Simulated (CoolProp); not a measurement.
Computed with CoolProp (reference Helmholtz-energy equation of state, Eisenbach 2021).

**Question.** Give the vapour pressure (bar), liquid density (kg/m³), enthalpy of vaporisation (kJ/kg), vapour Z of saturated propylene glycol at 577.1, 590.7 K.

**Answer.** 
| T (K) | p (bar) | liquid density (kg/m³) | enthalpy of vaporisation (kJ/kg) | vapour Z |
|---|---|---|---|---|
| 577.1 | 15.6 | 748 | 542 | 0.850 |
| 590.7 | 19.9 | 725 | 515 | 0.820 |
